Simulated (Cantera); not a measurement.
A freely propagating, adiabatic, planar premixed flame of CH₄ : C₂H₆ : O₂ : N₂ = 1 : 1.3 : 8.97 : 33.7 (molar parts), equivalence ratio 0.73, unburnt at 550 K and 7500 Torr; mixture-averaged transport, grid criteria slope 0.08 and curve 0.16, no radiation.

Model: GRI-Mech 3.0 (53 species, 325 reactions), integrated in Cantera. Burning velocities carry a grid error of a few per cent, more on coarse grids.

**Question.** Predict: laminar burning velocity; thermal thickness; peak x(H₂); peak x(H₂O₂); peak x(HCN).

**Answer.** 
| Quantity | Result |
|---|---|
| laminar burning velocity | 37.5 cm/s |
| thermal thickness | 0.0703 mm |
| peak x(H₂) | 0.00452 |
| peak x(H₂O₂) | 0.000287 |
| peak x(HCN) | 2.91e-7 |
